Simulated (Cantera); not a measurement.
An isothermal, constant-pressure homogeneous reactor starts with CO : O₂ : H₂O : N₂ = 0.029 : 0.096 : 0.0029 : 1 (molar parts), equivalence ratio 0.15, at 1123 K and 75.0 Torr.

Model: GRI-Mech 3.0 (53 species, 325 reactions), integrated in Cantera.

x: mole fraction; the columns are a selection and need not sum to one.

```tsv
t (s)	x CO	x O₂	x H₂O	x CO₂	x N₂O
4.00e-5	0.0257	0.0851	0.00257	1.17e-10	<1e-12
0.000121	0.0257	0.0851	0.00257	3.54e-10	<1e-12
0.000365	0.0257	0.0851	0.00257	1.07e-9	<1e-12
0.00110	0.0257	0.0851	0.00257	3.39e-9	<1e-12
0.00333	0.0257	0.0851	0.00257	1.38e-8	<1e-12
0.0101	0.0257	0.0851	0.00257	2.11e-7	1.28e-12
0.0304	0.0253	0.0847	0.00255	0.000458	?
0.0920	0.00316	0.0741	0.00243	0.0228	?
0.278	0.000246	0.0733	0.00259	0.0258	?
0.840	2.42e-5	0.0732	0.00260	0.0260	1.40e-7
2.54	2.33e-6	0.0732	0.00260	0.0260	1.43e-7
7.67	1.99e-7	0.0732	0.00260	0.0260	1.40e-7
23.2	1.46e-8	0.0732	0.00260	0.0260	?
70.0	1.87e-9	0.0732	0.00260	0.0260	?
```

Task: Some entries are withheld; supply them.

Result: 
- 0.0304, x N₂O: 2.85e-9
- 0.0920, x N₂O: 9.67e-8
- 0.278, x N₂O: 1.28e-7
- 23.2, x N₂O: 1.27e-7
- 70.0, x N₂O: 9.30e-8
